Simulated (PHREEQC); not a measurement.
A made-up water analysis in mmol/kgw, 25 °C, pH 4.12, pe 10.6: Na 2.6; K 0.977; Ca 1.81; Mg 0.235; Cl 2.98; S(6) 2.49; O(0) (counted as O atoms) 0.00511.

Cl is adjusted to close the charge balance.
Valence states are taken as typed.

Model: ion-association model, wateq4f.dat, run in PHREEQC.

The ionic strength comes out as 0.0109 mol/kgw. What activity coefficients do Ca+2, HSO4-, Mg+2, Cl-, NaSO4- get?

Ca+2 0.66, HSO4- 0.90, Mg+2 0.67, Cl- 0.90, NaSO4- 0.90.

This is a speciation only: nothing precipitates in the calculation. Complexes and solids missing from the database can't appear.
